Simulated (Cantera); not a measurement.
# Equilibrium for carbon deposition, reforming and gasification: toluene + NH₃

A closed system holds: 1 mol toluene, 0.06 mol NH₃, at 10.0 mbar.

Method: chemical equilibrium by Gibbs-energy minimisation in Cantera with the NASA 1993 tables (ideal gas, pure condensed phases). Candidate condensed phases: C, C₆H₆, C₇H₈, C₈H₁₈; 92 gas species. The numbers say what is thermodynamically allowed, not how fast it happens.

From 523 K to 2723 K the condensed part is C(graphite). The main C-bearing gas is CH₄ at 523 K and C₂H₂ (acetylene) at 2723 K.

```json
[
 {"T (K)": "523", "log p H₂": "-2.58", "log p CH₄": "-2.14", "log p H": "<-14", "log p C₂H₂ (acetylene)": "<-14", "log p N₂": "-3.90", "log p HCN": "<-14", "log p C₂H": "<-14", "log p C₃": "<-14", "n C(graphite)": "5.27"},
 {"T (K)": "723", "log p H₂": "-2.02", "log p CH₄": "-3.32", "log p H": "<-14", "log p C₂H₂ (acetylene)": "<-14", "log p N₂": "-4.12", "log p HCN": "-11.03", "log p C₂H": "<-14", "log p C₃": "<-14", "n C(graphite)": "6.81"},
 {"T (K)": "923", "log p H₂": "-2.00", "log p CH₄": "-4.64", "log p H": "-10.61", "log p C₂H₂ (acetylene)": "-11.93", "log p N₂": "-4.14", "log p HCN": "-8.94", "log p C₂H": "<-14", "log p C₃": "<-14", "n C(graphite)": "6.99"},
 {"T (K)": "1123", "log p H₂": "-2.00", "log p CH₄": "-5.54", "log p H": "-8.37", "log p C₂H₂ (acetylene)": "-9.66", "log p N₂": "-4.14", "log p HCN": "-7.59", "log p C₂H": "<-14", "log p C₃": "<-14", "n C(graphite)": "7.00"},
 {"T (K)": "1323", "log p H₂": "-2.00", "log p CH₄": "-6.17", "log p H": "-6.80", "log p C₂H₂ (acetylene)": "-8.09", "log p N₂": "-4.14", "log p HCN": "-6.66", "log p C₂H": "<-14", "log p C₃": "<-14", "n C(graphite)": "7.00"},
 {"T (K)": "1523", "log p H₂": "-2.00", "log p CH₄": "-6.64", "log p H": "-5.64", "log p C₂H₂ (acetylene)": "-6.93", "log p N₂": "-4.14", "log p HCN": "-5.98", "log p C₂H": "-13.23", "log p C₃": "<-14", "n C(graphite)": "7.00"},
 {"T (K)": "1723", "log p H₂": "-2.00", "log p CH₄": "-7.01", "log p H": "-4.74", "log p C₂H₂ (acetylene)": "-6.05", "log p N₂": "-4.15", "log p HCN": "-5.46", "log p C₂H": "-10.99", "log p C₃": "<-14", "n C(graphite)": "7.00"},
 {"T (K)": "1923", "log p H₂": "-2.01", "log p CH₄": "-7.29", "log p H": "-4.03", "log p C₂H₂ (acetylene)": "-5.35", "log p N₂": "-4.17", "log p HCN": "-5.06", "log p C₂H": "-9.22", "log p C₃": "-11.41", "n C(graphite)": "6.99"},
 {"T (K)": "2123", "log p H₂": "-2.02", "log p CH₄": "-7.54", "log p H": "-3.46", "log p C₂H₂ (acetylene)": "-4.80", "log p N₂": "-4.21", "log p HCN": "-4.75", "log p C₂H": "-7.79", "log p C₃": "-9.32", "n C(graphite)": "6.98"},
 {"T (K)": "2323", "log p H₂": "-2.05", "log p CH₄": "-7.80", "log p H": "-2.99", "log p C₂H₂ (acetylene)": "-4.37", "log p N₂": "-4.28", "log p HCN": "-4.52", "log p C₂H": "-6.62", "log p C₃": "-7.59", "n C(graphite)": "6.95"},
 {"T (K)": "2523", "log p H₂": "-2.13", "log p CH₄": "-8.10", "log p H": "-2.62", "log p C₂H₂ (acetylene)": "-4.05", "log p N₂": "-4.39", "log p HCN": "-4.39", "log p C₂H": "-5.67", "log p C₃": "-6.15", "n C(graphite)": "6.89"},
 {"T (K)": "2723", "log p H₂": "-2.28", "log p CH₄": "-8.52", "log p H": "-2.35", "log p C₂H₂ (acetylene)": "-3.87", "log p N₂": "-4.54", "log p HCN": "-4.34", "log p C₂H": "-4.90", "log p C₃": "-4.92", "n C(graphite)": "6.79"}
]
```
log p: log10 of the partial pressure in bar; n: condensed amount in mol.
